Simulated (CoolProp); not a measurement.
Vapour pressure (MPa) of R143a: the reference equation beside estimates from Tc = 345.9 K, pc = 3.762 MPa, ω = 0.261. Clausius-Clapeyron is anchored at 201.4 K with a constant enthalpy of vaporisation of 20.40 kJ/mol.

Computed with CoolProp (reference Helmholtz-energy equation of state, Lemmon and Jacobsen 2000).

| T (K) | reference | Clausius-Clapeyron | van der Waals | Peng-Robinson |
|---|---|---|---|---|
| 169.7 | 0.002440 | 0.002760 | 0.09191 | 0.002473 |
| 176 | 0.004262 | 0.004632 | 0.1177 | 0.004297 |
| 182.4 | 0.007175 | 0.007554 | ? | 0.007204 |
| 188.7 | 0.01151 | 0.01184 | ? | 0.01152 |
| 195.1 | ? | 0.01813 | 0.2267 | 0.01791 |
| 201.4 | 0.02687 | 0.02687 | 0.2744 | 0.02679 |
| 207.8 | 0.03936 | 0.03911 | 0.3294 | 0.03920 |
| 214.1 | ? | 0.05535 | 0.3905 | 0.05559 |
| 220.5 | 0.07784 | 0.07719 | 0.4599 | 0.07746 |
| 226.8 | ? | 0.1052 | 0.5359 | 0.1052 |
| 233.2 | 0.1414 | 0.1415 | 0.6212 | 0.1408 |
| 239.5 | 0.1851 | 0.1866 | 0.7135 | 0.1844 |
| 245.9 | 0.2396 | 0.2436 | 0.8161 | 0.2388 |

Task: Fill in the missing entries.

Result: 
- 182.4, van der Waals: 0.1487
- 188.7, van der Waals: 0.1846
- 195.1, reference: 0.01793
- 214.1, reference: 0.05586
- 226.8, reference: 0.1057

Absolute difference from the reference over all 13 rows, mean and median: Clausius-Clapeyron 2.8 and 0.9 %, van der Waals 1153.0 and 736.9 %, Peng-Robinson 0.5 and 0.4 %.
